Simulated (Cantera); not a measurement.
Input: 1 mol Si₂H₆, 73 mol H₂, 1.7 mol HCl, equilibrated at 0.630 bar.

Method: chemical equilibrium by Gibbs-energy minimisation in Cantera with the NASA 1993 tables (ideal gas, pure condensed phases). Candidate condensed phases: Si; 19 gas species. The feed counts by its element totals alone. Gases not in the tables: Si₂H₆ and higher silanes. Kinetics and transport are ignored.

Q: What share of the Si ends up in condensed phases as a function of T (K), at 898, 1048, 1198, 1348, 1498, 1648, 1798?

A: 
```tsv
T (K)	Si condensed (%)	as
898	76.7	Si(s)
1048	82.3	Si(s)
1198	90.4	Si(s)
1348	94.4	Si(s)
1498	94.9	Si(s)
1648	94.6	Si(s)
1798	95.1	Si(l)
```
